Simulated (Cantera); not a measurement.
A freely propagating, adiabatic, planar premixed flame of CH4 : H2 : O2 : N2 = 1 : 1.4 : 2.25 : 8.46 (molar parts), unburnt at 475 K and 1.28 atm; mixture-averaged transport, grid criteria slope 0.08 and curve 0.16, no radiation.

Computed with Cantera and GRI-Mech 3.0 (53 species, 325 reactions). Burning velocities carry a grid error of a few per cent, more on coarse grids.

### Question
Predict: laminar burning velocity; thermal thickness; peak x(O); peak x(CO).

### Answer
- laminar burning velocity = 143 cm/s
- thermal thickness = 0.218 mm
- peak x(O) = 0.00296
- peak x(CO) = 0.0521
